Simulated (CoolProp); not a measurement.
Model: reference Helmholtz-energy equation of state, Marx 1992, in CoolProp.

Q: For R113, give the phase and the cp (kJ/(kg K)), cv (kJ/(kg K)), isothermal compressibility (1/MPa) at 247.6 K and 0.00536 MPa; 247.6 K and 0.249 MPa; 247.6 K and 1.7 MPa.

A: 
- 247.6 K and 0.00536 MPa: liquid; cp 0.877, cv 0.628, isothermal compressibility 0.00109
- 247.6 K and 0.249 MPa: liquid; cp 0.877, cv 0.628, isothermal compressibility 0.00109
- 247.6 K and 1.7 MPa: liquid; cp 0.876, cv 0.629, isothermal compressibility 0.00107
